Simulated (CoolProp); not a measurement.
Properties of oxygen at several states.

The numbers come from the reference Helmholtz-energy equation of state, Schmidt 1985 in CoolProp. Above 300 K oxygen's equation is extrapolated.

```csv
T (°C),p (kPa),phase,density (kg/m³),speed of sound (m/s),Joule-Thomson coefficient (K/MPa),conductivity (mW/(m K)),fugacity coefficient
311.05,1070,gas,7.030,454.8,0.3968,46.9,1.003
75.85,6240,supercritical,69.57,361.9,1.678,32.7,0.9872
309.45,12900,supercritical,82.31,476.2,0.2549,49.5,1.034
281.65,28600,supercritical,182.4,501.4,0.1304,51.7,1.080
725.55,3380,gas,12.91,589.4,-0.2846,71.9,1.009
```

Thermal conductivity comes from a separate model (Lemmon 2004).
